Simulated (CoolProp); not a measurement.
Model: reference Helmholtz-energy equation of state, Smukala 2000, in CoolProp.

Question: For ethylene, give the phase and the cp (kJ/(kg K)), expansivity (1/kK) at 205.2 K and 47.3 bar.

Answer: 
- 205.2 K and 47.3 bar: liquid; cp 2.50, expansivity 3.04
